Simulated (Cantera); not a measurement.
## Si + Cl₂ + H₂ (chlorosilane synthesis and conversion)

Input: 1 mol Si, 0.66 mol Cl₂, 0.9 mol H₂, at 0.133 bar.

These are equilibrium values from Cantera (NASA tables, ideal gas, pure condensed phases), not measurements of a reactor. Candidate condensed phases: Si; 19 gas species. The tables' values for SiCl₃ are old estimates; treat these amounts as uncertain. Equilibrium is a limit: real reactors are often held back by kinetics, nucleation or transport.

| T (°C) | log p H₂ | log p SiCl₄ | log p SiHCl₃ | log p HCl | log p SiCl₃ | log p SiH₂Cl₂ | n Si(s) |
|---|---|---|---|---|---|---|---|
| 402 | -1.02 | -1.52 | -2.08 | -4.35 | -6.03 | -3.84 | 0.650 |
| 427 | -1.02 | -1.52 | -2.08 | -4.15 | -5.73 | -3.83 | 0.651 |
| 452 | -1.02 | -1.52 | -2.09 | -3.97 | -5.46 | -3.81 | 0.651 |
| 477 | -1.02 | -1.52 | -2.09 | -3.80 | -5.21 | -3.80 | 0.651 |
| 502 | -1.02 | -1.52 | -2.10 | -3.63 | -4.97 | -3.79 | 0.652 |
| 527 | -1.02 | -1.52 | -2.10 | -3.48 | -4.75 | -3.78 | 0.652 |
| 552 | -1.02 | -1.52 | -2.11 | -3.34 | -4.54 | -3.77 | 0.652 |
| 577 | -1.02 | -1.52 | -2.11 | -3.21 | -4.35 | -3.76 | 0.653 |
| 602 | -1.02 | -1.52 | -2.12 | -3.09 | -4.16 | -3.75 | 0.653 |
| 627 | -1.03 | -1.52 | -2.12 | -2.97 | -3.99 | -3.75 | 0.654 |
| 652 | -1.03 | -1.52 | -2.13 | -2.86 | -3.83 | -3.74 | 0.655 |
| 677 | -1.03 | -1.52 | -2.13 | -2.76 | -3.67 | -3.74 | 0.656 |
log p: log10 of the partial pressure in bar; n: condensed amount in mol.

From 402 °C to 677 °C the condensed part is Si(s). The main Si-bearing gas is SiCl₄ throughout.
